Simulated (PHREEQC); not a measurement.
0.049 g of hydrous ferric oxide (600 m²/g; 0.2 weak and 0.005 strong sites per Fe, Dzombak-Morel constants, diffuse double layer) in 1 kg of water with 0.3 mol/kgw of an inert sodium salt and 0.0038 mmol/kgw CuCl2 and 0.00073 mmol/kgw MnCl2, at 25 °C; the pH is set by adding NaOH or the inert anion's acid. The system is closed to oxygen. No CO2 enters from the air. No solid was allowed to form.

Base run: PHREEQC, ion-association model, wateq4f.dat. Each further column changes one thing. The table gives Cu sorbed (%).

```tsv
pH	base	no electrostatic term (-no_edl)	background salt from 0.3 to 0.03 mol/kgw	oxide from 0.049 to 0.24 g/kgw
3	0.0	0.0	0.0	0.0
3.67	0.1	0.1	0.1	0.4
5	18.8	23.2	20.4	55.0
5.67	67.9	78.3	68.6	94.6
6.33	95.7	98.3	95.8	99.6
7.67	99.7	99.8	99.5	100.0
8.33	99.5	99.3	99.4	100.0
9	99.1	95.0	99.3	99.9
10.33	96.1	14.0	98.6	99.7
11	87.7	0.9	97.1	99.0
```

The database's constant for dissolved Cu(OH)2 is higher than later reviews accept. The oxide is taken as insoluble; below pH 4 it would dissolve.
